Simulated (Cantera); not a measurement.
A Cantera script and what it prints.

```python
import numpy as np
import cantera as ct

gas_names = """
    AL ALH ALO ALOH ALO2 ALO2H AL2 AL2O AL2O2 H HALO HO2 H2 H2O H2O2 O OH O2 O3
""".split()
cond_names = """
    AL(cr) AL(L) AL2O3(a) AL2O3(L) H2O(s) H2O(L)
""".split()


# ... load() reads the species with a 1 bar reference pressure and builds the phases ...
atoms = {
    'Al2O3': {'AL': 2, 'O': 3},
    'H2O': {'H': 2, 'O': 1},
}
top_T = {}  # K; cautious upper limits of use, not melting points


# ... equilibrate(T, P, feed) seeds the gas with the atoms and calls Mixture.equilibrate('TP', solver="vcs", rtol=1e-11, max_steps=5000) ...
results = []
feed = {'Al2O3': 1, 'H2O': 2.2}  # mol
P = 1800  # Pa
for T in [1375, 1575, 1775, 1975, 2175, 2375, 2575]:
    mix = equilibrate(T, P, feed)
    results.append((T, P, feed, dict(zip(mix.species_names, mix.species_moles))))

top = {s: max(r[3][s] / sum(r[3][g] for g in gas_names) for r in results) for s in gas_names}
cols = sorted((s for s in top if top[s] > 1e-05), key=lambda s: -top[s])[:7]
seen = [c for c in cond_names if any(r[3].get(c, 0) > 1e-12 for r in results)]
print("log10 of partial pressures in bar; condensed amounts in mol")
print(f"{'T/K':>10s}" + "".join(f"{s[:9]:>10s}" for s in cols + seen))
for T, P, feed, n in results:
    ng = sum(n[g] for g in gas_names)
    print(f"{T:10.4g}" + "".join(f"{np.log10(max(n[s] / ng * P / 1e5, 1e-99)):10.3f}" for s in cols)
          + "".join(f"{n.get(c, 0):10.4g}" for c in seen))
```

It prints:

```
log10 of partial pressures in bar; condensed amounts in mol
       T/K       H2O        H2         H        OH        O2         O     ALO2H  AL2O3(a)  AL2O3(L)
      1375    -1.745    -5.396    -8.163    -6.257    -5.727    -9.060   -13.152         1         0
      1575    -1.746    -4.587    -6.675    -5.273    -4.934    -7.437   -10.810         1         0
      1775    -1.749    -3.960    -5.518    -4.514    -4.322    -6.180    -9.007         1         0
      1975    -1.761    -3.463    -4.596    -3.914    -3.840    -5.179    -7.582         1         0
      2175    -1.789    -3.071    -3.847    -3.437    -3.459    -4.367    -6.436         1         0
      2375    -1.854    -2.772    -3.237    -3.068    -3.169    -3.705    -5.536         0    0.9998
      2575    -1.989    -2.574    -2.747    -2.810    -2.976    -3.171    -4.902         0    0.9989
```

These are equilibrium values from Cantera (NASA tables, ideal gas, pure condensed phases), not measurements of a reactor. The tables' values for AlOH are old estimates; treat these amounts as uncertain. Gases not in the tables: Al(OH)3.
